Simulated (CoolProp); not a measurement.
Nitrous oxide along the isotherm 416 K: Z from the reference equation and from simpler models built on Tc = 309.5 K, pc = 7.245 MPa, ω = 0.161; each cubic takes its own stable root.

Model: reference Helmholtz-energy equation of state, Lemmon 2006, in CoolProp. It is a short technical equation, of lower accuracy than the large ones.

| p (MPa) | phase | reference |
|---|---|---|
| 4.53 | gas | 0.9195 |
| 9.06 | supercritical | 0.8402 |
| 13.6 | supercritical | 0.7683 |
| 18.1 | supercritical | 0.7171 |
| 22.6 | supercritical | 0.6955 |
| 27.2 | supercritical | 0.7015 |
| 31.7 | supercritical | 0.7257 |
| 36.2 | supercritical | 0.7602 |

### Question
How far does each simpler model (van der Waals, Redlich-Kwong, Soave-Redlich-Kwong, Peng-Robinson) lie from the reference over these 8 states: mean and median of the absolute difference, and the worst?

### Answer
- van der Waals: mean 5.7 %, median 5.8 %, worst +11.0 % at 416 K and 36.2 MPa
- Redlich-Kwong: mean 1.5 %, median 1.5 %, worst +2.4 % at 416 K and 36.2 MPa
- Soave-Redlich-Kwong: mean 6.6 %, median 8.2 %, worst +10.1 % at 416 K and 27.2 MPa
- Peng-Robinson: mean 1.7 %, median 1.5 %, worst +3.0 % at 416 K and 27.2 MPa
